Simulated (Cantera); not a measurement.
Premixed flame

A freely propagating, adiabatic, planar premixed flame of CO : H2 : O2 : N2 = 1 : 0.15 : 0.479 : 1.8 (molar parts), equivalence ratio 1.2, unburnt at 623 K and 9.87 atm; mixture-averaged transport, grid criteria slope 0.08 and curve 0.16, no radiation.

Computed with Cantera and GRI-Mech 3.0 (53 species, 325 reactions). The hydrogen kinetics of GRI-Mech 3.0 are dated; newer H2 mechanisms differ, most at raised pressure. Burning velocities carry a grid error of a few per cent, more on coarse grids.

| z (mm) | T (K) | u (m/s) | x CO | x H2 | x O2 | x OH | x H2O | x O |
|---|---|---|---|---|---|---|---|---|
| -0.152 | 623 | 1.50 | 0.292 | 0.0436 | 0.140 | <1e-8 | 2.30e-7 | <1e-8 |
| -0.102 | 623 | 1.50 | 0.292 | 0.0430 | 0.140 | <1e-8 | 5.37e-6 | <1e-8 |
| -0.0762 | 623 | 1.50 | 0.292 | 0.0419 | 0.140 | <1e-8 | 2.43e-5 | <1e-8 |
| -0.0508 | 627 | 1.50 | 0.293 | 0.0390 | 0.140 | <1e-8 | 0.000211 | 2.25e-8 |
| -0.0254 | 702 | 1.67 | 0.292 | 0.0294 | 0.139 | 9.56e-7 | 0.00346 | 3.82e-6 |
| -0.0127 | 999 | 2.35 | 0.276 | 0.0194 | 0.126 | 0.000250 | 0.0146 | 0.000255 |
| 0 | 1483 | 3.40 | 0.232 | 0.00873 | 0.0930 | 0.00185 | 0.0314 | 0.00359 |
| 0.0127 | 1822 | 4.08 | 0.183 | 0.00398 | 0.0607 | 0.00429 | 0.0372 | 0.00775 |
| 0.0254 | 2019 | 4.44 | 0.151 | 0.00348 | 0.0434 | 0.00588 | 0.0364 | 0.00839 |
| 0.0508 | 2219 | 4.80 | 0.124 | 0.00353 | 0.0304 | 0.00680 | 0.0367 | 0.00658 |
| 0.102 | 2387 | 5.10 | 0.108 | 0.00310 | 0.0221 | 0.00640 | 0.0395 | 0.00398 |
| 0.203 | 2511 | 5.31 | 0.0946 | 0.00261 | 0.0156 | 0.00543 | 0.0419 | 0.00225 |
| 0.406 | 2595 | 5.46 | 0.0848 | 0.00226 | 0.0107 | 0.00449 | 0.0435 | 0.00132 |
x: mole fraction of selected species; z is measured from the peak of heat release.

The laminar burning velocity is 150 cm/s. The thermal thickness is 0.0508 mm and the peak x(OH) is 0.00682. The peak x(O) comes out as 0.00846 and the grid points is 116.
